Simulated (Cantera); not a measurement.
A perfectly stirred reactor is fed with CH₄ : O₂ : N₂ = 1 : 3.92 : 14.7 (molar parts), equivalence ratio 0.51, at 225 Torr; it is adiabatic with a 625 K inlet, and is followed from long to short residence time, starting on the burning branch (τ in s: 0.039, 0.022, 0.013, 0.0072, 0.0041, 0.0024, 0.0013, 0.00077, 0.00044, 0.00025, 0.00014, 8.2e-05, 4.7e-05).

Computed with Cantera and GRI-Mech 3.0 (53 species, 325 reactions).

One state of this run: T (K) = 1655; x CH₄ = 0.000118; x O₂ = 0.0984; x HCO = 1.15e-6; x NO₂ = 1.55e-9; x CH₂CO = 7.05e-9. x: mole fraction; the columns are a selection and need not sum to one.

**Question.** Which value of τ (s) does it belong to?
A) 4.7e-5
B) 0.0041
C) 0.00077
D) 0.0024

**Answer.** B, 0.0041
